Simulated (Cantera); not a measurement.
Charge: 1 mol Si, a varied amount of HF, 2.7 mol N₂, held at 902 °C and 1.10 Pa.

Equilibrium computed with Cantera from the NASA thermochemical tables; the gas is ideal and each condensed phase is pure. Candidate condensed phases: Si, Si₃N₄; 37 gas species. N₂ is the only nitrogen source here; it is nearly inert below about 1500 K, so the nitride shown seldom forms there in practice. Equilibrium is a limit: real reactors are often held back by kinetics, nucleation or transport.

### Question
What share of the Si ends up in condensed phases as a function of n(HF) (mol), at 1, 1.5, 2, 2.6, 3.1, 3.6, 4.1, 4.7, 5.2, 5.7, 6.2, 6.7?

### Answer
| n(HF) (mol) | Si condensed (%) | as |
|---|---|---|
| 1 | 74.7 | Si₃N₄(s) |
| 1.5 | 62.1 | Si₃N₄(s) |
| 2 | 49.5 | Si₃N₄(s) |
| 2.6 | 34.3 | Si₃N₄(s) |
| 3.1 | 21.7 | Si₃N₄(s) |
| 3.6 | 9.0 | Si₃N₄(s) |
| 4.1 | 0.0 | - |
| 4.7 | 0.0 | - |
| 5.2 | 0.0 | - |
| 5.7 | 0.0 | - |
| 6.2 | 0.0 | - |
| 6.7 | 0.0 | - |
